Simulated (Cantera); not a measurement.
Thermodynamics of chlorosilane synthesis and conversion, feed Si + Cl₂ + H₂

Input: 1 mol Si, 2.5 mol Cl₂, 0.79 mol H₂, held at 9.30 bar.

Method: chemical equilibrium by Gibbs-energy minimisation in Cantera with the NASA 1993 tables (ideal gas, pure condensed phases). Candidate condensed phases: Si; 19 gas species. The tables' values for SiCl₃ are old estimates; treat these amounts as uncertain. The numbers say what is thermodynamically allowed, not how fast it happens.

From 573 K to 1473 K nothing is condensed. The main Si-bearing gas is SiCl₄ throughout.

```
T (K)  x HCl  x SiCl₄   x H₂   x SiCl₃
-----  -----  -------  -----  --------
573    0.437    0.437  0.127  1.89e-12
648    0.437    0.437  0.127  1.43e-10
723    0.437    0.437  0.127   4.32e-9
798    0.437    0.437  0.127   6.83e-8
873    0.437    0.436  0.126   6.66e-7
948    0.437    0.436  0.126   4.49e-6
1023   0.438    0.436  0.126   2.27e-5
1098   0.439    0.435  0.125   9.14e-5
1173   0.440    0.433  0.124  0.000305
1248   0.442    0.431  0.122  0.000873
1323   0.444    0.428  0.119   0.00219
1398   0.449    0.423  0.116   0.00488
1473   0.455    0.414  0.111   0.00976
```
x: gas mole fraction; nothing condenses.
